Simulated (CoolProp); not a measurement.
Vapour-liquid equilibrium of 1-butene (1) + n-perfluorobutane (2) at 0.774 MPa; x and y are mole fractions of (1).

The numbers come from the multi-fluid Helmholtz-energy mixture model, Lemmon 2005 and Gao 2022; pair parameters Bell 2016 in CoolProp.

Question: Give the bubble temperature and the first vapour's composition at x = 0.05, 0.125, 0.425. Is there an azeotrope?

Answer: x = 0.05: 59.2 °C, y = 0.114; x = 0.125: 53.7 °C, y = 0.268; x = 0.425: 42.8 °C, y = 0.563. y crosses x between x = 0.575 and 0.65: the model has an azeotrope there.

Pair parameters are fitted to limited data, so mixtures are less certain than the pure fluids. With so large a gap from Raoult's law the liquid may split in two, which this calculation doesn't test in full.
